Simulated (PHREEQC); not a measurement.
## Metal-bearing waste water

Solution (25 °C): 0.0099 mol/kgw NiSO4, 0.49 mol/kgw NaHCO3 and 0.06 mol/kgw NaCl. Closed to the air; pH follows from the charge balance.

The numbers come from PHREEQC with the ion-association model, wateq4f.dat.

Precipitation was switched off in this run.

### Question
What pH does the model give?

### Answer
pH 7.42.

### Question
In which forms is C present?

### Answer
HCO3- 81 %, NaHCO3 9.9 %, CO2 4.4 %, Ni(CO3)2-2 2.8 %, NaCO3- 0.7 %, NiCO3 0.6 % of the C.

The database's nickel carbonate constants are estimates that later reviews lower a good deal.
